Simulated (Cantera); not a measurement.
Input: 1 mol Al(CH3)3, 0.43 mol O2, 3.3 mol N2, held at 1100 K and 12000 Pa.

Method: chemical equilibrium by Gibbs-energy minimisation in Cantera with the NASA 1993 tables (ideal gas, pure condensed phases). Candidate condensed phases: Al, AlN, Al2O3, C, C6H6, C7H8, C8H18, H2O; 148 gas species. The feed counts by its element totals alone. Mutual solubility and eutectic melting of coexisting phases are not modelled. Kinetics and transport are ignored.

Base state: H2 0.591, N2 0.407, CH4 0.00150, CO 5.29e-5, NH3 1.11e-5, HCN 1.09e-5 (mole fractions); condensed: AlN(s) + Al2O3(s) + C(graphite).

### Question
What changes in the equilibrium state with this change: temperature from 1100 K to 1900 K?

### Answer
```csv
species,before,after
H2,0.591,0.548
N2,0.407,0.341
CO,5.29e-5,0.105
Al,<1e-9,0.000115
H,5.74e-8,0.00170
C2H2 (acetylene),7.87e-9,0.000209
AlH,<1e-9,1.04e-5
"AlN(s), mol",0.427,0.999
"Al2O3(s), mol",0.287,0
"C(graphite), mol",2.99,2.10
```
